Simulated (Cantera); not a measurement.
SiCl4 + O3 + H2 + NO (silicon oxide and oxynitride deposition)

Input: 1 mol SiCl4, 2.8 mol O3, 30 mol H2, 1.4 mol NO, at 133 Pa.

Method: chemical equilibrium by Gibbs-energy minimisation in Cantera with the NASA 1993 tables (ideal gas, pure condensed phases). Candidate condensed phases: H2O, NH4Cl, Si, SiO2, Si2N2O, Si3N4; 47 gas species. The tables hold silica as quartz up to 1696 K and as liquid above; real silica turns to tridymite and cristobalite and melts near 1996 K. Equilibrium is a limit: real reactors are often held back by kinetics, nucleation or transport.

| T (K) | x H2 | x H2O | x HCl | x N2 | n SiO2(β-quartz) | n SiO2(condensed) |
|---|---|---|---|---|---|---|
| 1173 | 0.618 | 0.239 | 0.122 | 0.0214 | 1.00 | 0 |
| 1273 | 0.618 | 0.239 | 0.122 | 0.0214 | 1.00 | 0 |
| 1373 | 0.618 | 0.239 | 0.122 | 0.0214 | 1.000 | 0 |
| 1473 | 0.618 | 0.238 | 0.122 | 0.0214 | 1.000 | 0 |
| 1573 | 0.617 | 0.238 | 0.122 | 0.0214 | 0.999 | 0 |
| 1673 | 0.615 | 0.238 | 0.122 | 0.0214 | 0.990 | 0 |
| 1773 | 0.609 | 0.239 | 0.121 | 0.0213 | 0 | 0.919 |
x: gas mole fraction; n: condensed amount in mol.

From 1173 K to 1673 K the condensed part is SiO2(β-quartz). At 1773 K the condensed part is SiO2(condensed).
